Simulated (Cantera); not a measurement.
## Reactions in the system N-Nb-O

Standard-state values (1 bar) from the NASA 1993 polynomials, evaluated with Cantera. Values are per mole of reaction as written; species without (g) are pure solids or liquids, kept so even where they would boil at 1 bar.

2 N2O(g) + Nb = 2 N2(g) + NbO2(g)

```json
[
 {"T (K)": "2023", "ΔH° (kJ)": "-393.2", "ΔS° (J/K)": "153.5", "ΔG° (kJ)": "-703.7", "log10 K": "18.17"},
 {"T (K)": "2123", "ΔH° (kJ)": "-395.9", "ΔS° (J/K)": "152.2", "ΔG° (kJ)": "-719.0", "log10 K": "17.69"},
 {"T (K)": "2223", "ΔH° (kJ)": "-398.7", "ΔS° (J/K)": "150.9", "ΔG° (kJ)": "-734.2", "log10 K": "17.25"},
 {"T (K)": "2323", "ΔH° (kJ)": "-401.6", "ΔS° (J/K)": "149.7", "ΔG° (kJ)": "-749.2", "log10 K": "16.85"},
 {"T (K)": "2423", "ΔH° (kJ)": "-404.6", "ΔS° (J/K)": "148.4", "ΔG° (kJ)": "-764.1", "log10 K": "16.47"},
 {"T (K)": "2523", "ΔH° (kJ)": "-407.8", "ΔS° (J/K)": "147.1", "ΔG° (kJ)": "-778.9", "log10 K": "16.13"},
 {"T (K)": "2623", "ΔH° (kJ)": "-411.2", "ΔS° (J/K)": "145.8", "ΔG° (kJ)": "-793.5", "log10 K": "15.80"},
 {"T (K)": "2723", "ΔH° (kJ)": "-414.8", "ΔS° (J/K)": "144.4", "ΔG° (kJ)": "-808.0", "log10 K": "15.50"}
]
```
